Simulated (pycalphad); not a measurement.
CALPHAD calculation (pycalphad, COST 507 light-alloy database (1999)), 1 atm. These are 1990s assessments: newer ones move some temperatures and phases.

Al-6.63Si-10.53Fe (at.%): equilibrium cooling sequence

| T (°C) | phases above | phases below |
|---|---|---|
| 981.9 | LIQUID | AL13FE4 + LIQUID |
| 727.9 | AL13FE4 + LIQUID | AL13FE4 + ALFESI_ALPHA + LIQUID |
| 672.4 | AL13FE4 + ALFESI_ALPHA + LIQUID | ALFESI_ALPHA + LIQUID |
| 623.4 | ALFESI_ALPHA + LIQUID | ALFESI_ALPHA + FCC_A1 + LIQUID |
| 619.5 | ALFESI_ALPHA + FCC_A1 + LIQUID | ALFESI_ALPHA + ALFESI_BETA + FCC_A1 |

Changes were sought between steps of 25 K, so a narrower field can be missed.

Database names, with the compositions (at.%) that they take in these runs: AL13FE4: Al 74-76 Fe 24 Si 1; ALFESI_ALPHA: Al 71-73 Fe 19 Si 8-10; ALFESI_BETA: Al 70 Si 15 Fe 15. FCC_A1 is fcc.
